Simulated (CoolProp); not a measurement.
A single-stage vapour-compression cycle with R507A: evaporating at 220.15 K (dew point), condensing at 253.15 K (bubble point), superheat 10 K, subcooling 2 K, compressor efficiency 0.9, no pressure losses. Each further row changes one setting.

Values from CoolProp's reference Helmholtz-energy equation of state, Lemmon 2003. It is a pseudo-pure fit of the blend.

| case | cooling COP | pressure ratio | discharge temperature (K) | refrigerating effect (kJ/kg) | volumetric capacity (kJ/m³) |
|---|---|---|---|---|---|
| as stated | ? | 4.24 | 276.2 | 169 | 671 |
| evaporating temperature 225.15 K | 6.48 | 3.30 | 273.6 | ? | 864 |
| condensing temperature 248.15 K | 6.35 | 3.50 | 269.8 | 176 | 696 |
| subcooling 7 K | 5.47 | 4.24 | 276.2 | 176 | 696 |
| superheat 20 K | 5.25 | 4.24 | 286.7 | 177 | 669 |
| compressor efficiency 0.8 | ? | 4.24 | 280.8 | 169 | 671 |

**Question.** Fill in the missing entries.

**Answer.** 
- as stated, cooling COP: 5.26
- evaporating temperature 225.15 K, refrigerating effect (kJ/kg): 172
- compressor efficiency 0.8, cooling COP: 4.68
